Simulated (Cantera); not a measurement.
A closed system holds: 1 mol Fe₂O₃, 0.19 mol SO₃, 0.068 mol O₂, 3.4 mol H₂S, at 1400 °C and 13.0 bar.

Method: chemical equilibrium by Gibbs-energy minimisation in Cantera with the NASA 1993 tables (ideal gas, pure condensed phases). Candidate condensed phases: Fe, FeO, Fe(OH)₂, Fe(OH)₃, FeS, FeSO₄, FeS₂, Fe₂O₃, Fe₂(SO₄)₃, Fe₃O₄, H₂O, H₂SO₄, S; 22 gas species. FeS: taken at fixed stoichiometry. Kinetics and transport are ignored.

Base state: H₂O 0.665, SO₂ 0.102, H₂S 0.0887, S₂ 0.0859, H₂ 0.0490, S₂O 0.00466, SO 0.00214, SH 0.00195 (mole fractions); condensed: FeS(l).

**Question.** What changes in the equilibrium state with this change: Fe₂O₃ replaced by MgO?

**Answer.** 
```csv
species,before,after
H₂S,0.0887,0.465
S₂,0.0859,0.189
H₂,0.0490,0.173
H₂O,0.665,0.165
SO₂,0.102,0.000747
Fe(OH)₂,1.36e-5,0
SO,0.00214,0.000223
S₂O,0.00466,0.000719
SH,0.00195,0.00543
H,7.01e-6,1.32e-5
"FeS(l), mol",2.00,0
"MgO(s), mol",0,1.000
```
Further candidate phases: Mg, MgO, Mg(OH)₂, MgS, MgSO₄.
